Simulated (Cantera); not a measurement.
An isothermal plug-flow reactor at 950 K and 37000 Pa (inlet), inlet velocity 1.1 m/s, active area per volume 6800 1/m; feed 0.796 % CH4, 13.1 % O2, 86.1 % N2.

Model: Deutschmann's 1995 Pt surface mechanism with GRI-Mech 3.0 gas chemistry, integrated in Cantera. Catalytic surfaces can have several steady states; this one follows from the mechanism file's or the stated starting coverage. Mass transfer to the wall is taken as infinitely fast.

One state of this run: x CH4 = 0.000699; x O2 = 0.116; x H2O = 0.0145; x CO2 = 0.00726; x CO = 2.99e-7; θ free Pt = 0.185; θ O* = 0.814; θ OH* = 0.00154. x: gas mole fraction; θ: surface coverage.

Q: Which value of z (m) does it belong to?
(A) 0.026
(B) 0.0069
(C) 0.05
(D) 0.0036

A: B, 0.0069
